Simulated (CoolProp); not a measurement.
Saturation properties of nitrous oxide.

Computed with CoolProp (reference Helmholtz-energy equation of state, Lemmon 2006). It is a short technical equation, of lower accuracy than the large ones.

```csv
T (K),p (MPa),enthalpy of vaporisation (kJ/kg),vapour Z,surface tension (mN/m)
231.6,0.8883,313.4,0.8795,13.5
236,1.037,306.5,0.8660,12.6
240.3,1.200,299.5,0.8519,11.7
244.6,1.380,292.2,0.8369,10.8
248.9,(withheld),284.5,0.8209,9.95
253.3,1.805,(withheld),0.8036,9.09
257.6,2.047,267.8,0.7856,8.26
261.9,2.312,258.8,0.7665,7.44
266.3,2.608,249.1,0.7457,6.62
270.6,2.923,239.0,0.7240,5.84
274.9,3.265,228.2,0.7007,5.07
279.3,3.644,216.2,0.6751,(withheld)
283.6,4.045,203.5,0.6480,(withheld)
287.9,4.478,189.5,(withheld),2.88
```

Problem. What belongs in the gaps?

Solution. 
- 248.9, p (MPa): 1.580
- 253.3, enthalpy of vaporisation (kJ/kg): 276.2
- 279.3, surface tension (mN/m): 4.30
- 283.6, surface tension (mN/m): 3.58
- 287.9, vapour Z: 0.6183

It boils at 184.7 K under 1 atm.

Surface tension comes from a separate correlation (Mulero 2012).
